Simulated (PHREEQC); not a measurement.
Make-up at 25 °C: 146 mmol/kgw HF and 18 mmol/kgw KOH. Closed to the air; pH follows from the charge balance.

Computed with PHREEQC (ion-association model, phreeqc.dat).

This is a speciation only: nothing precipitates in the calculation.

Order these F species by the share of F that they hold, largest first: F-, HF, HF2-.

HF (78 %), F- (11 %), HF2- (10 %)

The pH is 2.27 and the ionic strength 0.0241 mol/kgw. Complexes and solids missing from the database can't appear.
